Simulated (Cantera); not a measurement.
# Adiabatic ignition

An adiabatic, constant-volume homogeneous reactor starts with 3.15 % CO, 0.117 % H₂, 2.52 % CH₄, 19.8 % O₂, 74.4 % N₂, equivalence ratio 0.34, at 1773 K and 500000 Pa.

Model: GRI-Mech 3.0 (53 species, 325 reactions), integrated in Cantera.

| t (s) | T (K) | P (bar) | x CO | x H₂ | x CH₄ | x HCN | x NO₂ | x H₂O |
|---|---|---|---|---|---|---|---|---|
| 2.00e-6 | 1773 | 5.00 | 0.0315 | 0.00117 | 0.0252 | <1e-12 | <1e-12 | 1.15e-5 |
| 5.63e-6 | 1773 | 5.00 | 0.0315 | 0.00117 | 0.0251 | <1e-12 | <1e-12 | 7.27e-5 |
| 1.59e-5 | 1780 | 5.02 | 0.0316 | 0.00134 | 0.0234 | 2.85e-11 | 2.42e-12 | 0.00128 |
| 4.47e-5 | 2574 | 7.21 | 0.00711 | 0.000840 | <1e-12 | 7.54e-12 | 5.09e-7 | 0.0459 |
| 0.000126 | 2631 | 7.35 | 0.00392 | 0.000532 | <1e-12 | 6.01e-12 | 2.05e-6 | 0.0474 |
| 0.000355 | 2626 | 7.33 | 0.00385 | 0.000524 | <1e-12 | 6.85e-12 | 6.18e-6 | 0.0475 |
| 0.00100 | 2615 | 7.30 | 0.00370 | 0.000506 | <1e-12 | 8.18e-12 | 1.51e-5 | 0.0477 |
| 0.00282 | 2600 | 7.25 | 0.00351 | 0.000483 | <1e-12 | 9.18e-12 | 2.71e-5 | 0.0479 |
| 0.00794 | 2592 | 7.23 | 0.00342 | 0.000472 | <1e-12 | 9.40e-12 | 3.26e-5 | 0.0480 |
| 0.0224 | 2592 | 7.23 | 0.00341 | 0.000472 | <1e-12 | 9.41e-12 | 3.29e-5 | 0.0480 |
| 0.0630 | 2592 | 7.23 | 0.00341 | 0.000472 | <1e-12 | 9.41e-12 | 3.29e-5 | 0.0480 |
| 0.177 | 2592 | 7.23 | 0.00341 | 0.000472 | <1e-12 | 9.41e-12 | 3.29e-5 | 0.0480 |
| 0.500 | 2592 | 7.23 | 0.00341 | 0.000472 | <1e-12 | 9.41e-12 | 3.29e-5 | 0.0480 |
x: mole fraction; the columns are a selection and need not sum to one.

```json
{
 "time_of_steepest_temperature_rise": "24.9 µs",
 "temperature at 0.500 s": "2592 K",
 "equilibrium_temperature": "2592 K",
 "x(CO) at 0.500 s": "0.00341 (gas-phase equilibrium 0.00341)",
 "x(H₂) at 0.500 s": "0.000472 (gas-phase equilibrium 0.000472)",
 "x(CH₄) at 0.500 s": "<1e-12 (gas-phase equilibrium <1e-12)"
}
```
